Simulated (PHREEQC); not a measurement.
1.6 g of hydrous ferric oxide (600 m²/g; 0.2 weak and 0.005 strong sites per Fe, Dzombak-Morel constants, diffuse double layer) in 1 kg of water with 0.01 mol/kgw of an inert sodium salt, at 25 °C; the pH is set by adding NaOH or the inert anion's acid. O2 is buffered at 0.21 atm. The system is closed to CO2. Nothing may precipitate in this run.

Computed with PHREEQC (ion-association model, wateq4f.dat).

```tsv
pH	surface charge σ (C/m²)	surface potential ψ (mV)
3	0.329	201
3.5	0.280	195
4	0.221	184
4.5	0.163	169
5	0.115	152
5.5	0.078	132
6	0.050	110
6.5	0.031	86
7.5	0.008	34
8	0.001	6
8.5	-0.005	-22
9	-0.013	-49
9.5	-0.024	-75
10	-0.041	-100
10.5	-0.065	-122
11	-0.101	-142
```

The oxide is taken as insoluble; below pH 4 it would dissolve.
